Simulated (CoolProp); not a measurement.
Properties of decamethyltetrasiloxane (MD2M) along the isobar 6.66 MPa (Tc = 599.4 K, pc = 1.144 MPa, ω = 0.635).

Values from CoolProp's reference Helmholtz-energy equation of state, Thol 2017.

| T (K) | phase | cv (kJ/(kg K)) | speed of sound (m/s) | Joule-Thomson coefficient (K/MPa) | isothermal compressibility (1/MPa) | fugacity coefficient |
|---|---|---|---|---|---|---|
| 461.7 | liquid | 1.819 | 559.8 | -0.2476 | ___ | 0.02669 |
| 474.3 | liquid | 1.843 | 533.9 | -0.2237 | 0.005745 | 0.03533 |
| 486.9 | liquid | ___ | 508.8 | -0.1978 | 0.006428 | 0.04578 |
| 499.4 | liquid | 1.888 | ___ | -0.1701 | 0.007199 | 0.05805 |
| 512 | liquid | 1.910 | 461.5 | -0.1398 | 0.008082 | 0.07243 |
| 524.6 | liquid | 1.931 | 439.2 | -0.1071 | 0.009088 | 0.08890 |
| 537.2 | liquid | 1.952 | 417.9 | -0.07161 | 0.01023 | ___ |
| 549.7 | liquid | 1.972 | 397.7 | -0.03342 | 0.01152 | 0.1280 |
| 562.3 | liquid | 1.992 | ___ | 0.008466 | ___ | 0.1506 |
| 574.9 | liquid | ___ | 360.0 | 0.05426 | 0.01467 | ___ |
| 587.4 | liquid | 2.031 | 342.6 | 0.1042 | 0.01656 | 0.2015 |
| 600 | supercritical | 2.050 | 325.9 | 0.1598 | 0.01874 | 0.2295 |

Task: Fill in the missing entries.

Result: 
- 461.7, isothermal compressibility (1/MPa): 0.005145
- 486.9, cv (kJ/(kg K)): 1.866
- 499.4, speed of sound (m/s): 484.8
- 537.2, fugacity coefficient: 0.1075
- 562.3, speed of sound (m/s): 378.4
- 562.3, isothermal compressibility (1/MPa): 0.01299
- 574.9, cv (kJ/(kg K)): 2.012
- 574.9, fugacity coefficient: 0.1753
